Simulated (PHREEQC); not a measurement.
A solution holds 0.15 mol/kgw NiSO4 and 0.025 mol/kgw NaHCO3, at 85 °C. Closed to the air; pH follows from the charge balance.

Computed with PHREEQC (ion-association model, wateq4f.dat).

pH: 5.71
ionic strength: 0.296 mol/kgw
total alkalinity: 25.0 meq/kg

```
species  molality  activity   log γ
-------  --------  --------  ------
SO4-2      0.0755    0.0163  -0.666
NiSO4      0.0717    0.0767   0.030
Ni+2       0.0640    0.0157  -0.609
Na+        0.0225    0.0156  -0.159
CO2       0.00811   0.00868   0.030
NiCO3     0.00807   0.00864   0.030
NiHCO3+   0.00600   0.00423  -0.152
HCO3-     0.00280   0.00194  -0.158
```

This is a speciation only: nothing precipitates in the calculation. Complexes and solids missing from the database can't appear. At this temperature some constants are extrapolated from 25 °C, and those without enthalpy data are left unchanged.
